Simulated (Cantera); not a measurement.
**Transport properties of process gases**

Gas mixture: NO : N2 = 0.3 : 0.15 (molar parts), at 0.197 atm, frozen composition.

Cantera's kinetic-theory transport with the Lennard-Jones parameters of GRI-Mech 3.0, ideal gas; thermal conductivity in the multicomponent form. The composition is frozen, though it would react at the higher temperatures.

```json
[
 {"T (K)": "400", "ρ (kg/m³)": "0.176", "cp (J/kg/K)": "1014", "μ (µPa s)": "22.9", "λ (mW/m/K)": "32.6", "Pr": "0.710", "D (cm²/s) NH3": "1.92", "D (cm²/s) CH4": "1.88", "D (cm²/s) H2O": "1.99"},
 {"T (K)": "550", "ρ (kg/m³)": "0.128", "cp (J/kg/K)": "1040", "μ (µPa s)": "28.5", "λ (mW/m/K)": "41.9", "Pr": "0.708", "D (cm²/s) NH3": "3.45", "D (cm²/s) CH4": "3.25", "D (cm²/s) H2O": "3.61"},
 {"T (K)": "700", "ρ (kg/m³)": "0.101", "cp (J/kg/K)": "1076", "μ (µPa s)": "33.6", "λ (mW/m/K)": "51.1", "Pr": "0.707", "D (cm²/s) NH3": "5.30", "D (cm²/s) CH4": "4.90", "D (cm²/s) H2O": "5.58"},
 {"T (K)": "850", "ρ (kg/m³)": "0.0830", "cp (J/kg/K)": "1113", "μ (µPa s)": "38.2", "λ (mW/m/K)": "60.1", "Pr": "0.707", "D (cm²/s) NH3": "7.45", "D (cm²/s) CH4": "6.80", "D (cm²/s) H2O": "7.88"},
 {"T (K)": "1000", "ρ (kg/m³)": "0.0706", "cp (J/kg/K)": "1144", "μ (µPa s)": "42.5", "λ (mW/m/K)": "68.8", "Pr": "0.707", "D (cm²/s) NH3": "9.87", "D (cm²/s) CH4": "8.94", "D (cm²/s) H2O": "10.5"},
 {"T (K)": "1150", "ρ (kg/m³)": "0.0614", "cp (J/kg/K)": "1167", "μ (µPa s)": "46.5", "λ (mW/m/K)": "76.8", "Pr": "0.707", "D (cm²/s) NH3": "12.5", "D (cm²/s) CH4": "11.3", "D (cm²/s) H2O": "13.3"}
]
```
D: mixture-averaged diffusion coefficient of that species in the mixture.
